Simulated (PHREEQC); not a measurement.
Consider water at 25 °C with 0.017 mol/kgw HF, 0.0059 mol/kgw CaCl2 and 0.075 mol/kgw KCl. Closed to the air; pH follows from the charge balance.

The numbers come from PHREEQC with the ion-association model, wateq4f.dat.

```
quantity                    before     after
------------------------  --------  --------
pH                            2.51      2.51
ionic strength (mol/kgw)    0.0963    0.0285
HF (mol/kgw)                0.0123    0.0125
F- (mol/kgw)               0.00352   0.00325
H2F2 (mol/kgw)            0.000401  0.000412
HF2- (mol/kgw)            0.000170  0.000157
```

Question: Name the change that produced these shifts.
A) KCl from 0.075 to 0.0075 mol/kgw
B) CaCl2 left out
C) diluted 2-fold with water
D) KCl left out
E) 0.0021 mol/kgw HBr added

Answer: A, KCl from 0.075 to 0.0075 mol/kgw

No solid was allowed to form. Some of these states are supersaturated (in Fluorite, for instance).
